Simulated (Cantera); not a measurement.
Feed: 1 mol SiF4, 1.3 mol NH3, 19 mol N2, held at 1348 K and 100000 Pa.

Equilibrium computed with Cantera from the NASA thermochemical tables; the gas is ideal and each condensed phase is pure. Candidate condensed phases: Si, Si3N4; 37 gas species. The tables' values for SiF3 are old estimates; treat these amounts as uncertain. The numbers say what is thermodynamically allowed, not how fast it happens.

Task: What is the equilibrium state?

Result: 
| Property | Result |
|---|---|
| x(N2) | 0.869 |
| x(H2) | 0.0854 |
| x(SiF4) | 0.0434 |
| x(HF) | 0.00139 |
| x(SiHF3) | 0.000387 |
| x(SiF3) | 0.000307 |
| x(NH3) | 2.40e-6 |
| x(SiF2) | 1.66e-6 |
| x(SiH2F2) | 1.63e-6 |
| n(Si3N4(s)) | 0.00130 mol |
| gas amount | 22.60 mol |
| log10 activity of Si(s) (absent) | -3.81 |
